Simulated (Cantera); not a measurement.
A Cantera script and what it prints.

```python
import numpy as np
import cantera as ct

gas_names = """
    Fe H H2 H2S S SH S2 S8
""".split()
cond_names = """
    Fe(a) Fe(c) Fe(d) Fe(L) FeS(a) FeS(b) FeS(c) FeS(L) FeS2(s) S(cr1) S(cr2) S(L)
""".split()


def load(file, names, dense=False):
    # The tables refer to 1 bar. Condensed volumes are neglected.
    table = {s.name: s for s in ct.Species.list_from_file(file)}
    out = []
    for n in names:
        d = dict(table[n].input_data)
        d["thermo"] = dict(d["thermo"], **{"reference-pressure": 1e5})
        if dense:
            d["equation-of-state"] = {"model": "constant-volume", "density": "1e6 g/cm^3"}
        out.append(ct.Species.from_dict(d))
    return out


gas = ct.Solution(thermo="ideal-gas", species=load("nasa_gas.yaml", gas_names))
cond = {s.name: ct.Solution(thermo="fixed-stoichiometry", species=[s], name=s.name)
        for s in load("nasa_condensed.yaml", cond_names, dense=True)}
atoms = {
    'FeS': {'Fe': 1, 'S': 1},
    'H2': {'H': 2},
}
top_T = {'FeS2(s)': 1010}  # K; cautious upper limits of use, not melting points


def equilibrate(T, P, feed):
    n = {}
    for name, mol in feed.items():
        for a, k in atoms[name].items():
            n[a] = n.get(a, 0.0) + k * mol
    gas.TPX = T, P, n
    mass = sum(n.values()) * gas.mean_molecular_weight
    gas.equilibrate("TP")
    valid = [c for c in cond.values() if c.min_temp <= T <= top_T.get(c.name, c.max_temp)]
    mix = ct.Mixture([(gas, mass / gas.mean_molecular_weight)] + [(c, 0.0) for c in valid])
    mix.T, mix.P = T, P
    mix.equilibrate("TP", solver="vcs", rtol=1e-11, max_steps=5000)
    return mix


results = []
feed = {'FeS': 1, 'H2': 1.4}  # mol
T = 650  # K
P = 98  # Pa
mix = equilibrate(T, P, feed)
results.append((T, P, feed, dict(zip(mix.species_names, mix.species_moles))))
x = sorted(zip(gas.X, gas.species_names), reverse=True)
print(f"T = {T:g} K  P = {P:g} Pa  gas = {mix.phase_moles(0):.4g} mol")
print("   x: " + "  ".join(f"{s} {v:.3e}" for v, s in x if v > 0.001))
print("   condensed (mol): " + ("  ".join(f"{mix.phase(i).name} {mix.phase_moles(i):.4g}"
      for i in range(1, mix.n_phases) if mix.phase_moles(i) > 1e-12) or "none"))
```

Output:

```
T = 650 K  P = 98 Pa  gas = 1.4 mol
   x: H2 1.000e+00
   condensed (mol): Fe(a) 2.125e-05  FeS(c) 1
```

Equilibrium computed with Cantera from the NASA thermochemical tables; the gas is ideal and each condensed phase is pure. FeS: taken at fixed stoichiometry.
